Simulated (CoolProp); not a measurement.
R114 at 436.36 K and 4.29 MPa is compressed adiabatically to 16.5 MPa with isentropic efficiency 0.85. Each further row changes one setting.

Computed with CoolProp (reference Helmholtz-energy equation of state, Platzer 1990). This equation is an older, rougher fit; its heat capacities, sound speeds and derivatives of the liquid may be far off and weren't checked against measurements.

```csv
case,work (kJ/kg),final temperature (K),final density (kg/m³)
as stated,?,?,?
efficiency 1,14.0,474.0,1020
efficiency 0.65,21.5,?,?
```

Complete the blanks.


- as stated, work (kJ/kg): 16.4
- as stated, final temperature (K): 476.2
- as stated, final density (kg/m³): 1010
- efficiency 0.65, final temperature (K): 480.7
- efficiency 0.65, final density (kg/m³): 997
